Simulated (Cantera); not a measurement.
Input (Python, Cantera) and output of one run.

```python
import numpy as np
import cantera as ct

gas_names = [...]  # 136 gases of nasa_gas.yaml made of C, H, N, O
cond_names = """
    C(gr) C6H6(L) C7H8(L) C8H18(L),n-octa H2O(s) H2O(L)
""".split()


# ... load() reads the species with a 1 bar reference pressure and builds the phases ...
atoms = {
    'acetone': {'C': 3, 'H': 6, 'O': 1},
    'H2': {'H': 2},
    'N2': {'N': 2},
}
top_T = {'C(gr)': 4500}  # K; cautious upper limits of use, not melting points


# ... equilibrate(T, P, feed) seeds the gas with the atoms and calls Mixture.equilibrate('TP', solver="vcs", rtol=1e-11, max_steps=5000) ...
results = []
feed = {'acetone': 1, 'H2': 3, 'N2': 10}  # mol
T = 1675  # K
P = 101325  # Pa
mix = equilibrate(T, P, feed)
results.append((T, P, feed, dict(zip(mix.species_names, mix.species_moles))))
print(gas.report(threshold=0.0001))
for i in range(1, mix.n_phases):
    print(f"{mix.phase(i).name:16s} {mix.phase_moles(i):12.5e} mol")
```

It prints:

```
       temperature   1675 K
          pressure   1.0133e+05 Pa
           density   0.13722 kg/m^3
  mean mol. weight   18.861 kg/kmol
   phase of matter   gas

                          1 kg             1 kmol
                     ---------------   ---------------
          enthalpy        1.9839e+06        3.7419e+07  J
   internal energy        1.2455e+06        2.3492e+07  J
           entropy             12245        2.3095e+05  J/K
    Gibbs function       -1.8527e+07       -3.4942e+08  J
 heat capacity c_p              1832             34553  J/K
 heat capacity c_v            1391.2             26238  J/K

                      mass frac. Y      mole frac. X     chem. pot. / RT
                     ---------------   ---------------   ---------------
               CH4        0.00012855        0.00015112           -42.324
                CO          0.087352          0.058819            -37.87
               HCN         0.0020771         0.0014495            -25.82
                H2           0.03761           0.35186           -19.961
                N2           0.87272           0.58757           -26.877
     [ +131 minor]        0.00011002        0.00014934

C(gr)             1.97158e+00 mol
```

Equilibrium computed with Cantera from the NASA thermochemical tables; the gas is ideal and each condensed phase is pure. The feed counts by its element totals alone.
